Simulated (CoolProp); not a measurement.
Vapour-liquid equilibrium of dimethyl carbonate (1) + n-nonane (2) at 0.656 MPa; x and y are mole fractions of (1).

Model: multi-fluid Helmholtz-energy mixture model, Zhou 2011 and Lemmon 2006; pair parameters Bell 2016, in CoolProp.

```tsv
x	bubble temperature (K)	y at the bubble point	dew temperature at overall composition x (K)	liquid density (mol/L)
0.05	499.7	0.195	508.8	4.222
0.15	479.6	0.477	502.6	4.628
0.25	465.6	0.635	496.2	5.017
0.35	456.3	0.725	489.3	5.406
0.45	450.2	0.780	481.8	5.817
0.55	446.0	0.819	473.5	6.271
0.65	442.9	0.851	464.1	6.793
0.75	440.4	0.882	453.6	7.409
0.85	438.3	0.917	443.0	8.149
0.95	436.4	0.966	436.9	9.048
```

No azeotrope shows between x = 0.05 and 0.95.

Pair parameters are fitted to limited data, so mixtures are less certain than the pure fluids.
